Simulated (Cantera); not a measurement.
Input: 1 mol SiHCl3, 39 mol N2, 1 mol H2, 19 mol NH3, at 10.0 Torr.

These are equilibrium values from Cantera (NASA tables, ideal gas, pure condensed phases), not measurements of a reactor. Candidate condensed phases: NH4Cl, Si, Si3N4; 28 gas species. Gases not in the tables: Si2H6 and higher silanes. Kinetics and transport are ignored.

Which condensed phases are stable at each of these points (T (K)): 1150, 1200, 1250, 1300, 1350, 1400, 1450, 1500, 1550, 1600, 1650, 1700, 1750, 1800?


```
T (K)  condensed phases  Si condensed (%)
-----  ----------------  ----------------
1150           Si3N4(s)             100.0
1200           Si3N4(s)             100.0
1250           Si3N4(s)              99.9
1300           Si3N4(s)              99.9
1350           Si3N4(s)              99.7
1400           Si3N4(s)              99.2
1450           Si3N4(s)              98.4
1500           Si3N4(s)              96.8
1550           Si3N4(s)              94.0
1600           Si3N4(s)              89.4
1650           Si3N4(s)              82.8
1700           Si3N4(s)              73.9
1750           Si3N4(s)              62.9
1800              Si(l)              50.9
```

From 1150 K to 1750 K the condensed part is Si3N4(s). At 1800 K the condensed part is Si(l).
